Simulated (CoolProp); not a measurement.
Vapour-liquid equilibrium of n-heptane (1) + ethylbenzene (2) at 0.116 MPa; x and y are mole fractions of (1).

Model: multi-fluid Helmholtz-energy mixture model, Span 2003 and Zhou 2012; pair parameters Bell 2016, in CoolProp.

Task: Give the bubble temperature and the first vapour's composition at x = 0.5, 0.65, 0.8. Is there an azeotrope?

Result: x = 0.5: 115.1 °C, y = 0.732; x = 0.65: 110.9 °C, y = 0.826; x = 0.8: 107.3 °C, y = 0.905. No azeotrope shows between x = 0.05 and 0.95.

Pair parameters are fitted to limited data, so mixtures are less certain than the pure fluids.
